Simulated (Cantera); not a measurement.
Silicon nitride deposition: SiCl₄ + N₂ + H₂

Feed: 1 mol SiCl₄, 24 mol N₂, 17 mol H₂, at 1.10 mbar.

Cantera equilibrium calculation (NASA polynomials, part measured and part estimated; ideal gas, pure solids and liquids). Candidate condensed phases: NH₄Cl, Si, Si₃N₄; 28 gas species. N₂ is the only nitrogen source here; it is nearly inert below about 1500 K, so the nitride shown seldom forms there in practice. The tables' values for SiCl, SiCl₃, SiN are old estimates; treat these amounts as uncertain. The numbers say what is thermodynamically allowed, not how fast it happens.

```
T (K)  log p N₂  log p H₂  log p HCl  log p SiCl₂  log p H  log p Si  n Si₃N₄(s)  n Si(s)
-----  --------  --------  ---------  -----------  -------  --------  ----------  -------
1075      -3.22     -3.41      -3.98        -8.41    -9.54      <-14       0.333        0
1175      -3.22     -3.41      -3.98        -7.32    -8.62      <-14       0.332        0
1275      -3.22     -3.41      -3.99        -6.40    -7.84    -12.97       0.328        0
1375      -3.22     -3.41      -4.00        -5.66    -7.17    -10.90       0.304        0
1475      -3.22     -3.40      -4.06        -5.10    -6.59     -9.12       0.230        0
1575      -3.21     -3.39      -4.17        -4.75    -6.08     -7.57       0.103        0
1675      -3.21     -3.39      -4.28        -4.61    -5.63     -6.36           0   0.0110
1775      -3.21     -3.40      -4.26        -4.65    -5.24     -5.69           0        0
```
log p: log10 of the partial pressure in bar; n: condensed amount in mol.

From 1075 K to 1575 K the condensed part is Si₃N₄(s). At 1675 K the condensed part is Si(s). At 1775 K nothing is condensed. The main Si-bearing gas is SiCl₄ at 1075 K and SiCl₂ at 1775 K. The share of Si in condensed phases is highest at 1075 K (99.9 %) and lowest at 1775 K (0.0 %).
